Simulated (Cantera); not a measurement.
An isothermal, constant-pressure homogeneous reactor starts with 15.2 % CH₄, 84.8 % N₂, at 1323 K and 0.490 bar.

Model: GRI-Mech 3.0 (53 species, 325 reactions), integrated in Cantera. GRI-Mech 3.0 stops at C3 and has no aromatics, soot or wall deposition, so with more carbon than oxygen in the feed, carbon stays in small species such as C2H2 where larger ones or solid carbon would form.

Predict: x(CH₄) at 80.0 s; x(C₂H₂) at 80.0 s; x(CH₃) at 80.0 s.


```json
{
  "x(CH₄) at 80.0 s": "0.0856 (gas-phase equilibrium 0.0321)",
  "x(C₂H₂) at 80.0 s": "0.0263 (gas-phase equilibrium 0.0221)",
  "x(CH₃) at 80.0 s": "6.78e-6 (gas-phase equilibrium 3.70e-6)"
}
```
